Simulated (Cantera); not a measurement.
What does this Cantera script print?

```python
import numpy as np
import cantera as ct

gas = ct.Solution("gri30.yaml")
gas.TPX = 1200, 22000, {'N2O': 1}
inlet = ct.Reservoir(gas, clone=True)

reactor = ct.IdealGasConstPressureReactor(gas, energy="off", clone=False)
exhaust = ct.Reservoir(gas, clone=True)
tau = [8.6, 3, 1, 0.36, 0.13, 0.044, 0.015, 0.0054, 0.0019][0]
for a, b in ((inlet, reactor), (reactor, exhaust)):
    ct.MassFlowController(a, b, mdot=lambda t: reactor.mass / tau)
net = ct.ReactorNet([reactor])
show = ['N2O', 'O', 'N2', 'O2', 'NO', 'NO2']

rows = []
print(f"{'tau/s':>10s}{'T/K':>9s}" + "".join(f"{s:>11s}" for s in show))
for tau in [8.6, 3, 1, 0.36, 0.13, 0.044, 0.015, 0.0054, 0.0019]:
    net.initial_time = 0.0
    net.advance(30 * tau)
    before = gas.X
    net.advance(40 * tau)
    drift = np.max(np.abs(gas.X - before) / (gas.X + 1e-9))
    rows.append([gas.T, *gas[show].X, drift])
    print(f"{tau:10.3e}{gas.T:9.1f}" + "".join(f"{x:11.3e}" for x in gas[show].X))
```

Result:

```
     tau/s      T/K        N2O          O         N2         O2         NO        NO2
 8.600e+00   1200.0  3.806e-01  1.596e-06  3.927e-01  1.861e-01  4.050e-02  1.030e-04
 3.000e+00   1200.0  6.294e-01  1.723e-06  2.345e-01  1.109e-01  2.523e-02  6.221e-05
 1.000e+00   1200.0  8.337e-01  1.779e-06  1.051e-01  4.964e-02  1.150e-02  2.697e-05
 3.600e-01   1200.0  9.327e-01  1.798e-06  4.253e-02  2.009e-02  4.684e-03  9.949e-06
 1.300e-01   1200.0  9.746e-01  1.805e-06  1.608e-02  7.592e-03  1.775e-03  3.020e-06
 4.400e-02   1200.0  9.912e-01  1.807e-06  5.538e-03  2.614e-03  6.120e-04  6.493e-07
 1.500e-02   1200.0  9.970e-01  1.805e-06  1.898e-03  8.956e-04  2.098e-04  1.059e-07
 5.400e-03   1200.0  9.989e-01  1.800e-06  6.836e-04  3.220e-04  7.546e-05  1.575e-08
 1.900e-03   1200.0  9.996e-01  1.783e-06  2.397e-04  1.124e-04  2.633e-05  2.028e-09
```

Model: GRI-Mech 3.0 (53 species, 325 reactions), integrated in Cantera. GRI-Mech 3.0 was tuned for natural gas; its chemistry of N2O as a main component is partial and can be far from experiment. The mechanism lacks the step 2 NO + O2 → 2 NO2, which can matter for NO2 below about 1400 K. The temperature is held fixed by assumption; the heat of reaction is taken as removed at once.
